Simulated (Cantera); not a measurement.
Charge: 1 mol K₂CO₃, 2.8 mol CO₂, 6.4 mol H₂, at 1425 K and 4.80 mbar.

These are equilibrium values from Cantera (NASA tables, ideal gas, pure condensed phases), not measurements of a reactor. Candidate condensed phases: C, C₆H₆, C₇H₈, C₈H₁₈, H₂O, K, KOH, KO₂, K₂CO₃, K₂O, K₂O₂; 116 gas species. Rates play no part.

Base state: H₂O 0.266, H₂ 0.251, CO 0.216, K 0.133, CO₂ 0.101, KOH 0.0335, H 4.93e-5 (mole fractions); condensed: gas only.

Q: What changes in the equilibrium state with this change: K₂CO₃ replaced by KOH?

A: 
| species | before | after |
|---|---|---|
| H₂ | 0.251 | 0.366 |
| H₂O | 0.266 | 0.276 |
| CO | 0.216 | 0.198 |
| K | 0.133 | 0.0775 |
| CO₂ | 0.101 | 0.0656 |
| KOH | 0.0335 | 0.0167 |
| H | 4.93e-5 | 5.96e-5 |

Q: What changes in the equilibrium state with this change: CO₂ from 2.8 to 0.048 mol?

A: 
| species | before | after |
|---|---|---|
| H₂ | 0.251 | 0.493 |
| K | 0.133 | 0.191 |
| H₂O | 0.266 | 0.180 |
| CO | 0.216 | 0.0967 |
| CO₂ | 0.101 | 0.0156 |
| KOH | 0.0335 | 0.0232 |
| KH | 8.32e-6 | 1.67e-5 |
| H | 4.93e-5 | 6.91e-5 |

Q: What changes in the equilibrium state with this change: K₂CO₃ replaced by Na₂SO₄?

A: 
```csv
species,before,after
H₂O,0.266,0.390
Na,0,0.155
H₂,0.251,0.141
K,0.133,0
KOH,0.0335,0
S₂,0,0.0266
SO₂,0,0.0215
NaOH,0,0.0160
CO,0.216,0.108
CO₂,0.101,0.131
H₂S,0,0.00846
SO,0,0.00116
SH,0,0.000724
COS,0,0.000213
```
Further candidate phases: H₂SO₄, Na, NaOH, NaO₂, Na₂CO₃, Na₂O, Na₂O₂, Na₂S, Na₂SO₄, S.
